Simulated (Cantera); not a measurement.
Gas-phase reforming

A perfectly stirred reactor is fed with CH₄ : H₂O : H₂ = 1 : 4.5 : 0.057 (molar parts), at 101000 Pa; it is held at 2175 K, and followed from long to short residence time.

Computed with Cantera and GRI-Mech 3.0 (53 species, 325 reactions).

```json
[
 {"τ (s)": "9.1", "x CH₄": "5.60e-6", "x H₂O": "0.440", "x H₂": "0.424", "x CH₃": "7.93e-7", "x CO": "0.110"},
 {"τ (s)": "3.4", "x CH₄": "1.51e-5", "x H₂O": "0.440", "x H₂": "0.424", "x CH₃": "2.13e-6", "x CO": "0.110"},
 {"τ (s)": "1.3", "x CH₄": "4.04e-5", "x H₂O": "0.440", "x H₂": "0.424", "x CH₃": "5.65e-6", "x CO": "0.110"},
 {"τ (s)": "0.50", "x CH₄": "0.000109", "x H₂O": "0.440", "x H₂": "0.424", "x CH₃": "1.49e-5", "x CO": "0.110"},
 {"τ (s)": "0.19", "x CH₄": "0.000296", "x H₂O": "0.441", "x H₂": "0.424", "x CH₃": "3.98e-5", "x CO": "0.110"},
 {"τ (s)": "0.071", "x CH₄": "0.000789", "x H₂O": "0.442", "x H₂": "0.422", "x CH₃": "0.000105", "x CO": "0.109"},
 {"τ (s)": "0.027", "x CH₄": "0.00193", "x H₂O": "0.445", "x H₂": "0.419", "x CH₃": "0.000254", "x CO": "0.108"},
 {"τ (s)": "0.010", "x CH₄": "0.00434", "x H₂O": "0.454", "x H₂": "0.410", "x CH₃": "0.000573", "x CO": "0.104"},
 {"τ (s)": "0.0039", "x CH₄": "0.00832", "x H₂O": "0.475", "x H₂": "0.391", "x CH₃": "0.00111", "x CO": "0.0944"}
]
```
x: mole fraction; the columns are a selection and need not sum to one.
